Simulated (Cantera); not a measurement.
An adiabatic, constant-pressure homogeneous reactor starts with CO : H2 : CH4 : O2 : N2 = 1 : 0.44 : 0.47 : 3.53 : 13.3 (molar parts), at 1550 K and 2400 Torr. Integrator tolerance rtol = 1e-08.

Detailed kinetics in Cantera: GRI-Mech 3.0 (53 species, 325 reactions).

What does this change do: initial temperature 1550 to 1500 K?


```tsv
quantity	before	after
time of steepest temperature rise	25.9 µs	32.9 µs
temperature at 5.00 s	2505 K	2472 K
equilibrium temperature	2505 K	2472 K
x(CO) at 5.00 s	0.00523 (gas-phase equilibrium 0.00523)	0.00443 (gas-phase equilibrium 0.00443)
x(H2) at 5.00 s	0.000792 (gas-phase equilibrium 0.000792)	0.000678 (gas-phase equilibrium 0.000678)
x(CH4) at 5.00 s	<1e-12 (gas-phase equilibrium <1e-12)	<1e-12 (gas-phase equilibrium <1e-12)
x(H2O2) at 5.00 s	2.81e-7 (gas-phase equilibrium 2.81e-7)	2.64e-7 (gas-phase equilibrium 2.64e-7)
x(C2H2) at 5.00 s	<1e-12 (gas-phase equilibrium <1e-12)	<1e-12 (gas-phase equilibrium <1e-12)
```

What does this change do: initial temperature 1550 to 1225 K?


```
quantity                                                              before                                      after
---------------------------------  -----------------------------------------  -----------------------------------------
time of steepest temperature rise                                    25.9 µs                                   0.218 ms
temperature at 5.00 s                                                 2505 K                                     2275 K
equilibrium temperature                                               2505 K                                     2275 K
x(CO) at 5.00 s                      0.00523 (gas-phase equilibrium 0.00523)    0.00142 (gas-phase equilibrium 0.00142)
x(H2) at 5.00 s                    0.000792 (gas-phase equilibrium 0.000792)  0.000240 (gas-phase equilibrium 0.000240)
x(CH4) at 5.00 s                       <1e-12 (gas-phase equilibrium <1e-12)      <1e-12 (gas-phase equilibrium <1e-12)
x(H2O2) at 5.00 s                    2.81e-7 (gas-phase equilibrium 2.81e-7)    1.73e-7 (gas-phase equilibrium 1.73e-7)
x(C2H2) at 5.00 s                      <1e-12 (gas-phase equilibrium <1e-12)      <1e-12 (gas-phase equilibrium <1e-12)
```
